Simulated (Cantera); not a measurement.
## Gas-phase reforming

A perfectly stirred reactor is fed with CH4 : CO2 = 1 : 0.49 (molar parts), at 10.0 bar; it is held at 1548 K, and followed from long to short residence time.

Computed with Cantera and GRI-Mech 3.0 (53 species, 325 reactions). GRI-Mech 3.0 stops at C3 and has no aromatics, soot or wall deposition, so with more carbon than oxygen in the feed, carbon stays in small species such as C2H2 where larger ones or solid carbon would form.

```
τ (s)    x CH4   x CO2     x CH2  x H2O2      x H2   x HO2
-------  -----  ------  --------  ------  --------  ------
0.60     0.215  0.0639   2.59e-9  <1e-12     0.254  <1e-12
0.14     0.270   0.122   2.74e-9  <1e-12     0.220  <1e-12
0.034    0.416   0.231   1.94e-9  <1e-12     0.168  <1e-12
0.0081   0.566   0.303   1.97e-9  <1e-12    0.0800  <1e-12
0.0019   0.642   0.325   2.20e-9  <1e-12    0.0210  <1e-12
0.00046  0.665   0.328   1.59e-9  <1e-12   0.00374  <1e-12
0.00011  0.670   0.329  9.11e-10  <1e-12  0.000673  <1e-12
```
x: mole fraction; the columns are a selection and need not sum to one.
